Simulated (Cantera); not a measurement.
What does this Cantera script print?

```python
import numpy as np
import cantera as ct

gas_names = """
    AL ALCL ALCL2 ALCL3 AL2 AL2CL6 CL CL2
""".split()
cond_names = """
    AL(cr) AL(L) ALCL3(s) ALCL3(L)
""".split()


# ... load() reads the species with a 1 bar reference pressure and builds the phases ...
atoms = {
    'Al': {'AL': 1},
    'Cl2': {'CL': 2},
}
top_T = {}  # K; cautious upper limits of use, not melting points


# ... equilibrate(T, P, feed) seeds the gas with the atoms and calls Mixture.equilibrate('TP', solver="vcs", rtol=1e-11, max_steps=5000) ...
results = []
feed = {'Al': 1, 'Cl2': 7.6}  # mol
T = 1000  # K
P = 13332.2  # Pa
mix = equilibrate(T, P, feed)
results.append((T, P, feed, dict(zip(mix.species_names, mix.species_moles))))
print(gas.report(threshold=1e-05))
for i in range(1, mix.n_phases):
    print(f"{mix.phase(i).name:16s} {mix.phase_moles(i):12.5e} mol")
```

Output:

```
       temperature   1000 K
          pressure   13332 Pa
           density   0.12776 kg/m^3
  mean mol. weight   79.675 kg/kmol
   phase of matter   gas

                          1 kg             1 kmol
                     ---------------   ---------------
          enthalpy       -6.5815e+05       -5.2438e+07  J
   internal energy       -7.6251e+05       -6.0753e+07  J
           entropy            3853.2          3.07e+05  J/K
    Gibbs function       -4.5113e+06       -3.5944e+08  J
 heat capacity c_p            548.21             43679  J/K
 heat capacity c_v            443.86             35364  J/K

                      mass frac. Y      mole frac. X     chem. pot. / RT
                     ---------------   ---------------   ---------------
             ALCL3           0.23477           0.14029           -116.82
            AL2CL6        0.00087362        0.00026102           -233.65
                CL        0.00043856        0.00098568           -15.589
               CL2           0.76392           0.85846           -31.178
     [   +4 minor]        1.6271e-12        1.3244e-12

AL(L)             0.00000e+00 mol
ALCL3(L)          0.00000e+00 mol
```

These are equilibrium values from Cantera (NASA tables, ideal gas, pure condensed phases), not measurements of a reactor.
